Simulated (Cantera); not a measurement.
Input (Python, Cantera):

```python
import numpy as np
import cantera as ct

gas = ct.Solution("gri30.yaml")


def delay(T, t_max=10):
    gas.TPX = T, 490000, {'CH4': 1, 'H2': 0.65, 'O2': 1.66, 'N2': 6.24}
    reactor = ct.IdealGasReactor(gas, clone=False)
    net = ct.ReactorNet([reactor])
    net.rtol, net.atol = 1e-8, 1e-16
    while net.time < t_max:
        t_old, T_old = net.time, reactor.T
        net.step()
        if reactor.T > T + 400:  # ignition: a rise of 400 K
            return t_old + (T + 400 - T_old) / (reactor.T - T_old) * (net.time - t_old)
    return np.nan


taus = []
for T in [1398, 1473, 1548, 1623, 1698]:
    taus.append(delay(T))
    print(f"T0 = {T:6g} K   tau = {taus[-1]:.4e} s")

# d ln(tau) / d ln(k), from doubling and halving each rate constant
T, sens = 1473, []
for i in range(gas.n_reactions):
    gas.set_multiplier(2.0, i)
    up = delay(T)
    gas.set_multiplier(0.5, i)
    down = delay(T)
    gas.set_multiplier(1.0, i)
    sens.append((np.log(up / down) / np.log(4.0), gas.reaction(i).equation))
sens.sort(key=lambda x: -abs(x[0]))
print(f"sensitivities at {T} K")
for s, eq in sens[:10]:
    print(f"{s:8.3f}  {eq}")
```

Output:

```
T0 =   1398 K   tau = 1.0866e-04 s
T0 =   1473 K   tau = 6.6593e-05 s
T0 =   1548 K   tau = 4.1946e-05 s
T0 =   1623 K   tau = 2.7204e-05 s
T0 =   1698 K   tau = 1.8167e-05 s
sensitivities at 1473 K
  -1.065  H + O2 <=> O + OH
   0.328  2 CH3 (+M) <=> C2H6 (+M)
   0.257  CH4 + OH <=> CH3 + H2O
  -0.231  H2 + OH <=> H + H2O
  -0.191  CH3 + HO2 <=> CH3O + OH
   0.181  CH4 + H <=> CH3 + H2
   0.154  CH3 + H (+M) <=> CH4 (+M)
  -0.106  CH3 + O2 <=> CH3O + O
  -0.084  H2 + O <=> H + OH
  -0.059  CH3 + O2 <=> CH2O + OH
```

Detailed kinetics in Cantera: GRI-Mech 3.0 (53 species, 325 reactions).
